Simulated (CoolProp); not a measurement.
Saturated liquid density (kg/m³) of dimethyl carbonate: the reference equation beside estimates from Tc = 283.9 °C, pc = 4.909 MPa, ω = 0.346.

The numbers come from the reference Helmholtz-energy equation of state, Zhou 2011 in CoolProp.

```
T (°C)  reference  Soave-Redlich-Kwong  Peng-Robinson
------  ---------  -------------------  -------------
169.35      850.3                748.2          848.9
175.85      838.9                735.5          834.8
182.45      826.9                722.2          819.7
188.95      814.8                708.4          804.2
195.55      802.2                693.8          787.6
202.15      789.1                678.5          770.1
208.65      775.6                662.6          752.0
215.25      761.4                645.6          732.5
221.75      746.7                628.0          712.1
228.35      730.9                608.9          690.1
234.95      714.0                588.6          666.4
241.45      696.0                567.0          641.3
248.05      675.9                543.3          613.5
254.65      653.4                517.3          582.9
```

Absolute difference from the reference over all 14 rows, mean and median: Soave-Redlich-Kwong 15.5 and 14.9 %, Peng-Robinson 4.2 and 3.4 %.
